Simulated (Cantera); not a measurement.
An isothermal, constant-pressure homogeneous reactor starts with CH4 : N2 = 1 : 3.2 (molar parts), at 1625 K and 0.000390 bar. Integrator tolerance rtol = 1e-08.

Cantera simulation using GRI-Mech 3.0 (53 species, 325 reactions); the numbers are that mechanism's predictions, not measurements. GRI-Mech 3.0 stops at C3 and has no aromatics, soot or wall deposition, so with more carbon than oxygen in the feed, carbon stays in small species such as C2H2 where larger ones or solid carbon would form. Radical loss at walls, strong at low pressure, is not modelled.

Task: What does this change do: N2 3.2 to 0.66 parts?

Result: 
| quantity | before | after |
|---|---|---|
| x(CH4) at 8.00 s | 0.112 (gas-phase equilibrium 3.28e-6) | 0.126 (gas-phase equilibrium 1.51e-5) |
| x(CH2) at 8.00 s | 1.29e-6 (gas-phase equilibrium 2.87e-9) | 1.39e-6 (gas-phase equilibrium 6.76e-9) |
| x(HCN) at 8.00 s | 1.22e-7 (gas-phase equilibrium 0.0922) | 1.45e-7 (gas-phase equilibrium 0.0924) |
| x(H) at 8.00 s | 0.000142 (gas-phase equilibrium 0.00193) | 0.000420 (gas-phase equilibrium 0.00270) |
| x(C2H2) at 8.00 s | 0.0458 (gas-phase equilibrium 0.0499) | 0.145 (gas-phase equilibrium 0.141) |
| x(C2H6) at 8.00 s | 1.32e-5 (gas-phase equilibrium <1e-12) | 2.00e-5 (gas-phase equilibrium 2.17e-12) |

Task: What does this change do: pressure from 0.000390 bar to 0.0260 bar?

Result: 
| quantity | before | after |
|---|---|---|
| x(CH4) at 8.00 s | 0.112 (gas-phase equilibrium 3.28e-6) | 0.00293 (gas-phase equilibrium 0.000219) |
| x(CH2) at 8.00 s | 1.29e-6 (gas-phase equilibrium 2.87e-9) | 3.54e-8 (gas-phase equilibrium 2.88e-9) |
| x(HCN) at 8.00 s | 1.22e-7 (gas-phase equilibrium 0.0922) | 1.40e-6 (gas-phase equilibrium 0.0922) |
| x(H) at 8.00 s | 0.000142 (gas-phase equilibrium 0.00193) | 0.000226 (gas-phase equilibrium 0.000236) |
| x(C2H2) at 8.00 s | 0.0458 (gas-phase equilibrium 0.0499) | 0.0949 (gas-phase equilibrium 0.0499) |
| x(C2H6) at 8.00 s | 1.32e-5 (gas-phase equilibrium <1e-12) | 8.73e-8 (gas-phase equilibrium 8.93e-10) |
